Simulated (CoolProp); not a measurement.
Saturation properties of R143a (Tc = 345.9 K, pc = 3762 kPa, ω = 0.261).

Computed with CoolProp (reference Helmholtz-energy equation of state, Lemmon and Jacobsen 2000).

```json
[
 {"T (K)": "275.4", "p (kPa)": "664.2", "liquid density (kg/m³)": "1017", "enthalpy of vaporisation (kJ/kg)": "185.6", "surface tension (mN/m)": "7.35", "liquid conductivity (mW/(m K))": "79.8"},
 {"T (K)": "278", "p (kPa)": "718.7", "liquid density (kg/m³)": "1008", "enthalpy of vaporisation (kJ/kg)": "182.9", "surface tension (mN/m)": "7.01", "liquid conductivity (mW/(m K))": "78.7"},
 {"T (K)": "280.5", "p (kPa)": "774.1", "liquid density (kg/m³)": "998.7", "enthalpy of vaporisation (kJ/kg)": "180.2", "surface tension (mN/m)": "6.69", "liquid conductivity (mW/(m K))": "77.7"},
 {"T (K)": "283.1", "p (kPa)": "835.1", "liquid density (kg/m³)": "989.2", "enthalpy of vaporisation (kJ/kg)": "177.4", "surface tension (mN/m)": "6.36", "liquid conductivity (mW/(m K))": "76.6"},
 {"T (K)": "285.7", "p (kPa)": "899.6", "liquid density (kg/m³)": "979.6", "enthalpy of vaporisation (kJ/kg)": "174.5", "surface tension (mN/m)": "6.03", "liquid conductivity (mW/(m K))": "75.5"},
 {"T (K)": "288.3", "p (kPa)": "967.8", "liquid density (kg/m³)": "969.8", "enthalpy of vaporisation (kJ/kg)": "171.5", "surface tension (mN/m)": "5.71", "liquid conductivity (mW/(m K))": "74.5"},
 {"T (K)": "290.9", "p (kPa)": "1040", "liquid density (kg/m³)": "959.7", "enthalpy of vaporisation (kJ/kg)": "168.5", "surface tension (mN/m)": "5.39", "liquid conductivity (mW/(m K))": "73.4"},
 {"T (K)": "293.4", "p (kPa)": "1113", "liquid density (kg/m³)": "949.8", "enthalpy of vaporisation (kJ/kg)": "165.4", "surface tension (mN/m)": "5.08", "liquid conductivity (mW/(m K))": "72.4"},
 {"T (K)": "296", "p (kPa)": "1192", "liquid density (kg/m³)": "939.2", "enthalpy of vaporisation (kJ/kg)": "162.1", "surface tension (mN/m)": "4.77", "liquid conductivity (mW/(m K))": "71.3"},
 {"T (K)": "298.6", "p (kPa)": "1276", "liquid density (kg/m³)": "928.3", "enthalpy of vaporisation (kJ/kg)": "158.8", "surface tension (mN/m)": "4.46", "liquid conductivity (mW/(m K))": "70.3"},
 {"T (K)": "301.2", "p (kPa)": "1365", "liquid density (kg/m³)": "917.1", "enthalpy of vaporisation (kJ/kg)": "155.2", "surface tension (mN/m)": "4.16", "liquid conductivity (mW/(m K))": "69.2"},
 {"T (K)": "303.8", "p (kPa)": "1458", "liquid density (kg/m³)": "905.5", "enthalpy of vaporisation (kJ/kg)": "151.6", "surface tension (mN/m)": "3.86", "liquid conductivity (mW/(m K))": "68.2"},
 {"T (K)": "306.3", "p (kPa)": "1551", "liquid density (kg/m³)": "894.0", "enthalpy of vaporisation (kJ/kg)": "147.9", "surface tension (mN/m)": "3.57", "liquid conductivity (mW/(m K))": "67.1"},
 {"T (K)": "308.9", "p (kPa)": "1654", "liquid density (kg/m³)": "881.6", "enthalpy of vaporisation (kJ/kg)": "144.0", "surface tension (mN/m)": "3.28", "liquid conductivity (mW/(m K))": "66.1"}
]
```

It boils at 225.9 K under 1 atm.

Thermal conductivity comes from a separate model (McLinden 2000), an estimate that may be off by 10 % or more. Surface tension comes from a separate correlation (Mulero 2014).
